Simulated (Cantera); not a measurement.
# SiH₄ + N₂O (silicon oxide and oxynitride deposition)

Input: 1 mol SiH₄, 0.31 mol N₂O, equilibrated at 0.360 bar.

Equilibrium computed with Cantera from the NASA thermochemical tables; the gas is ideal and each condensed phase is pure. Candidate condensed phases: H₂O, Si, SiO₂, Si₂N₂O, Si₃N₄; 35 gas species. Mutual solubility and eutectic melting of coexisting phases are not modelled. Gases not in the tables: Si₂H₆ and higher silanes. The numbers say what is thermodynamically allowed, not how fast it happens.

| T (K) | x H₂ | x N₂ | x SiO | x H | x SiH₂ | x Si | x SiH | n Si(s) | n Si₂N₂O(s) | n Si(l) |
|---|---|---|---|---|---|---|---|---|---|---|
| 925 | 1.00 | <1e-12 | <1e-12 | 4.34e-10 | 8.89e-12 | <1e-12 | <1e-12 | 0.380 | 0.310 | 0 |
| 1025 | 1.00 | <1e-12 | 3.66e-11 | 7.26e-9 | 1.90e-10 | <1e-12 | <1e-12 | 0.380 | 0.310 | 0 |
| 1125 | 1.00 | 1.24e-10 | 6.19e-10 | 7.41e-8 | 2.37e-9 | <1e-12 | 2.92e-12 | 0.380 | 0.310 | 0 |
| 1225 | 1.000 | 9.22e-9 | 1.18e-8 | 5.19e-7 | 1.95e-8 | 9.61e-12 | 7.39e-11 | 0.380 | 0.310 | 0 |
| 1325 | 1.000 | 2.22e-7 | 2.29e-7 | 2.73e-6 | 1.17e-7 | 2.62e-10 | 1.14e-9 | 0.380 | 0.310 | 0 |
| 1425 | 1.000 | 3.12e-6 | 3.13e-6 | 1.14e-5 | 5.42e-7 | 4.47e-9 | 1.19e-8 | 0.380 | 0.310 | 0 |
| 1525 | 1.000 | 3.06e-5 | 3.06e-5 | 3.94e-5 | 2.06e-6 | 5.24e-8 | 9.12e-8 | 0.380 | 0.310 | 0 |
| 1625 | 0.999 | 0.000224 | 0.000224 | 0.000118 | 6.61e-6 | 4.52e-7 | 5.41e-7 | 0.380 | 0.310 | 0 |
| 1725 | 0.997 | 0.00134 | 0.00134 | 0.000309 | 1.72e-5 | 2.82e-6 | 2.41e-6 | 0 | 0.307 | 0.383 |
| 1825 | 0.985 | 0.00701 | 0.00701 | 0.000729 | 3.51e-5 | 1.26e-5 | 7.99e-6 | 0 | 0.296 | 0.394 |
| 1925 | 0.937 | 0.0307 | 0.0307 | 0.00154 | 6.38e-5 | 4.83e-5 | 2.29e-5 | 0 | 0.245 | 0.445 |
x: gas mole fraction; n: condensed amount in mol.

From 925 K to 1625 K the condensed part is Si(s) + Si₂N₂O(s). From 1725 K to 1925 K the condensed part is Si(l) + Si₂N₂O(s). The main Si-bearing gas is SiH₄ at 925 K and SiO at 1925 K.
